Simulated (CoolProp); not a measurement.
Values from CoolProp's reference Helmholtz-energy equation of state, Penoncello 2003.

For CHF3 (R23), give the phase and the cv (kJ/(kg K)), speed of sound (m/s) at -33.75 °C and 26.4 MPa.


- -33.75 °C and 26.4 MPa: liquid; cv 0.731, speed of sound 750
